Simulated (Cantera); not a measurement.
A freely propagating, adiabatic, planar premixed flame of H₂ : O₂ : N₂ = 1 : 0.505 : 1.9 (molar parts), unburnt at 450 K and 2.50 bar; mixture-averaged transport, grid criteria slope 0.08 and curve 0.16, no radiation.

Detailed kinetics in Cantera: the H2/O2 subset of GRI-Mech 3.0, which has no nitrogen chemistry. The hydrogen kinetics of GRI-Mech 3.0 are dated; newer H2 mechanisms differ, most at raised pressure. Burning velocities carry a grid error of a few per cent, more on coarse grids.

**Question.** How do the results move with these cheaper or finer settings: unity-Lewis-number transport; multicomponent transport; multicomponent+Soret transport; grid criteria slope 0.5, curve 1; grid criteria slope 0.25, curve 0.5; grid criteria slope 0.03, curve 0.06?

**Answer.** 
| setting | laminar burning velocity | thermal thickness | peak x(H₂O₂) | peak x(OH) | grid points |
|---|---|---|---|---|---|
| as above | 432 cm/s | 0.127 mm | 8.61e-5 | 0.0165 | 112 |
| unity-Lewis-number transport | 319 cm/s | 0.107 mm | 3.16e-5 | 0.0168 | 104 |
| multicomponent transport | 425 cm/s | 0.126 mm | 8.75e-5 | 0.0165 | 112 |
| multicomponent+Soret transport | 391 cm/s | 0.123 mm | 9.00e-5 | 0.0163 | 112 |
| grid criteria slope 0.5, curve 1 | 476 cm/s | 0.152 mm | 7.36e-5 | 0.0171 | 41 |
| grid criteria slope 0.25, curve 0.5 | 446 cm/s | 0.136 mm | 7.84e-5 | 0.0165 | 53 |
| grid criteria slope 0.03, curve 0.06 | 430 cm/s | 0.124 mm | 8.77e-5 | 0.0164 | 244 |
Unity Lewis numbers drop preferential diffusion, which matters most where H2 and H carry the flame; Soret adds thermal diffusion.
